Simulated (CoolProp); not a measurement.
Vapour-liquid equilibrium of methanol (1) + isohexane (2) at 130.75 °C; x and y are mole fractions of (1).

Computed with CoolProp (multi-fluid Helmholtz-energy mixture model, de Reuck 1993 and Lemmon 2006; pair parameters Bell 2016).

### Question
Give the bubble pressure and the first vapour's composition at x = 0.275, 0.35, 0.575. Is there an azeotrope?

### Answer
x = 0.275: 1.043 MPa, y = 0.464; x = 0.35: 1.083 MPa, y = 0.505; x = 0.575: 1.128 MPa, y = 0.589. y crosses x between x = 0.575 and 0.65: the model has an azeotrope there.

Pair parameters are fitted to limited data, so mixtures are less certain than the pure fluids. With so large a gap from Raoult's law the liquid may split in two, which this calculation doesn't test in full.
